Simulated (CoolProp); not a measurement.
Saturation properties of isohexane.

Computed with CoolProp (reference Helmholtz-energy equation of state, Lemmon 2006). It is a short technical equation, of lower accuracy than the large ones.

```csv
T (K),p (kPa),liquid cp (kJ/(kg K)),surface tension (mN/m)
266.4,6.288,2.090,20.1
271,8.023,2.110,19.6
275.6,10.14,2.131,19.2
280.2,12.69,2.152,18.7
284.7,?,2.172,18.2
289.3,19.32,2.194,17.8
293.9,23.61,2.215,17.3
298.5,28.64,2.237,?
303.1,34.51,2.259,?
307.7,41.31,2.282,15.9
312.2,48.96,2.304,15.5
316.8,57.90,2.327,15.0
321.4,68.10,2.350,14.6
326,79.66,2.373,14.1
```

### Question
Fill in the missing entries.

### Answer

- 284.7, p (kPa): 15.69
- 298.5, surface tension (mN/m): 16.8
- 303.1, surface tension (mN/m): 16.4

It boils at 333.4 K under 1 atm.

Surface tension comes from a separate correlation (Mulero 2012).
